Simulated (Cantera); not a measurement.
A perfectly stirred reactor is fed with CH4 : H2 : O2 : N2 = 1 : 0.069 : 3.77 : 14.2 (molar parts), equivalence ratio 0.54, at 13500 Torr; it is adiabatic with a 500 K inlet, and is followed from long to short residence time, starting on the burning branch (τ in s: 0.037, 0.016, 0.0068, 0.0029, 0.0013, 0.00054, 0.00023, 9.9e-05, 4.2e-05).

Computed with Cantera and GRI-Mech 3.0 (53 species, 325 reactions). The pressure lies above the range GRI-Mech 3.0 was tuned for (to about 10 atm).

What does this change do: pressure from 13500 Torr to 3750 Torr?


| quantity | before | after |
|---|---|---|
| blow-out, bracketed by the residence times tried | burning at 0.540 ms, out at 0.230 ms | burning at 0.540 ms, out at 0.230 ms |
| x(CH4) at τ = 37.0 ms | 1.12e-5 | 1.65e-5 |
| x(H2) at τ = 37.0 ms | 8.20e-6 | 2.52e-5 |
| x(O2) at τ = 37.0 ms | 0.0913 | 0.0913 |
| x(HO2) at τ = 37.0 ms | 1.93e-6 | 2.29e-6 |
| x(NO) at τ = 37.0 ms | 2.99e-6 | 4.38e-6 |
| x(CH4) at τ = 1.30 ms | 0.000202 | 0.000173 |
| x(H2) at τ = 1.30 ms | 0.000119 | 0.000244 |
| x(O2) at τ = 1.30 ms | 0.0928 | 0.0926 |
| x(HO2) at τ = 1.30 ms | 2.24e-5 | 2.06e-5 |
| x(NO) at τ = 1.30 ms | 1.19e-6 | 3.00e-6 |
